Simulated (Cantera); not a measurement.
# Si3N4 + N2 (sublimation and decomposition of ceramics)

Input: 1 mol Si3N4, 1.2 mol N2, equilibrated at 1 atm.

These are equilibrium values from Cantera (NASA tables, ideal gas, pure condensed phases), not measurements of a reactor. Candidate condensed phases: Si, Si3N4; 7 gas species. The tables' values for SiN are old estimates; treat these amounts as uncertain. The numbers say what is thermodynamically allowed, not how fast it happens.

```json
[
 {"T (K)": "1748", "x N2": "1.00", "x Si": "3.39e-8", "x SiN": "1.77e-8", "x Si2N": "7.12e-10", "x Si2": "4.11e-12", "x Si3": "<1e-12", "x N": "1.40e-11", "n Si3N4(s)": "1.00", "n Si(l)": "0"},
 {"T (K)": "1823", "x N2": "1.00", "x Si": "2.36e-7", "x SiN": "9.84e-8", "x Si2N": "8.35e-9", "x Si2": "8.27e-11", "x Si3": "1.05e-12", "x N": "5.44e-11", "n Si3N4(s)": "1.00", "n Si(l)": "0"},
 {"T (K)": "1898", "x N2": "1.000", "x Si": "1.41e-6", "x SiN": "4.76e-7", "x Si2N": "8.01e-8", "x Si2": "1.30e-9", "x Si3": "3.41e-11", "x N": "1.90e-10", "n Si3N4(s)": "1.000", "n Si(l)": "0"},
 {"T (K)": "1973", "x N2": "1.000", "x Si": "7.29e-6", "x SiN": "2.04e-6", "x Si2N": "6.43e-7", "x Si2": "1.66e-8", "x Si3": "8.43e-10", "x N": "6.04e-10", "n Si3N4(s)": "1.000", "n Si(l)": "0"},
 {"T (K)": "2048", "x N2": "1.000", "x Si": "3.34e-5", "x SiN": "7.83e-6", "x Si2N": "4.41e-6", "x Si2": "1.74e-7", "x Si3": "1.63e-8", "x N": "1.76e-9", "n Si3N4(s)": "1.000", "n Si(l)": "0"},
 {"T (K)": "2123", "x N2": "1.000", "x Si": "0.000137", "x SiN": "2.73e-5", "x Si2N": "2.63e-5", "x Si2": "1.54e-6", "x Si3": "2.54e-7", "x N": "4.78e-9", "n Si3N4(s)": "1.000", "n Si(l)": "0"},
 {"T (K)": "2198", "x N2": "1.000", "x Si": "0.000357", "x SiN": "6.09e-5", "x Si2N": "6.74e-5", "x Si2": "5.69e-6", "x Si3": "1.11e-6", "x N": "1.21e-8", "n Si3N4(s)": "0", "n Si(l)": "3.00"},
 {"T (K)": "2273", "x N2": "0.999", "x Si": "0.000722", "x SiN": "0.000107", "x Si2N": "0.000111", "x Si2": "1.33e-5", "x Si3": "2.51e-6", "x N": "2.88e-8", "n Si3N4(s)": "0", "n Si(l)": "3.00"},
 {"T (K)": "2348", "x N2": "0.998", "x Si": "0.00139", "x SiN": "0.000180", "x Si2N": "0.000178", "x Si2": "2.93e-5", "x Si3": "5.37e-6", "x N": "6.48e-8", "n Si3N4(s)": "0", "n Si(l)": "2.99"},
 {"T (K)": "2423", "x N2": "0.997", "x Si": "0.00259", "x SiN": "0.000295", "x Si2N": "0.000276", "x Si2": "6.13e-5", "x Si3": "1.09e-5", "x N": "1.39e-7", "n Si3N4(s)": "0", "n Si(l)": "2.99"},
 {"T (K)": "2498", "x N2": "0.994", "x Si": "0.00462", "x SiN": "0.000468", "x Si2N": "0.000416", "x Si2": "0.000123", "x Si3": "2.12e-5", "x N": "2.84e-7", "n Si3N4(s)": "0", "n Si(l)": "2.98"},
 {"T (K)": "2573", "x N2": "0.990", "x Si": "0.00796", "x SiN": "0.000722", "x Si2N": "0.000610", "x Si2": "0.000236", "x Si3": "3.97e-5", "x N": "5.57e-7", "n Si3N4(s)": "0", "n Si(l)": "2.97"}
]
```
x: gas mole fraction; n: condensed amount in mol.

From 1748 K to 2123 K the condensed part is Si3N4(s). From 2198 K to 2573 K the condensed part is Si(l). The main Si-bearing gas is Si throughout.
